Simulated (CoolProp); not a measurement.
Water along the isotherm 687.7 K: Z from the reference equation and from simpler models built on Tc = 647.1 K, pc = 220.6 bar, ω = 0.344; each cubic takes its own stable root.

Computed with CoolProp (reference Helmholtz-energy equation of state, Wagner 2002).

```
p (bar)          phase  reference
-------  -------------  ---------
1.74               gas     0.9979
3.1                gas     0.9963
5.52               gas     0.9934
9.81               gas     0.9882
17.4               gas     0.9789
31                 gas     0.9617
55.2               gas     0.9297
98.1               gas     0.8680
174                gas     0.7383
310      supercritical     0.3884
552      supercritical     0.3113
```

How far does each simpler model (Redlich-Kwong, Soave-Redlich-Kwong, Peng-Robinson) lie from the reference over these 11 states: mean and median of the absolute difference, and the worst?


- Redlich-Kwong: mean 4.2 %, median 0.3 %, worst +41.1 % at 687.7 K and 552 bar
- Soave-Redlich-Kwong: mean 6.3 %, median 0.1 %, worst +47.3 % at 687.7 K and 552 bar
- Peng-Robinson: mean 4.8 %, median 0.6 %, worst +34.2 % at 687.7 K and 552 bar
